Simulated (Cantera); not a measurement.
Feed: 1 mol MgSO4, 3.1 mol H2, 0.066 mol H2O, at 75.0 Torr.

These are equilibrium values from Cantera (NASA tables, ideal gas, pure condensed phases), not measurements of a reactor. Candidate condensed phases: H2O, H2SO4, Mg, MgO, Mg(OH)2, MgS, MgSO4, S; 26 gas species. Equilibrium is a limit: real reactors are often held back by kinetics, nucleation or transport.

Question: At 2125 K, list the 6 most abundant gas species with their mole fractions, and the condensed phases.

Answer: H2O 0.499, H2 0.280, SO2 0.115, SO 0.0395, S2 0.0372, SH 0.00946. Condensed: MgO(s).
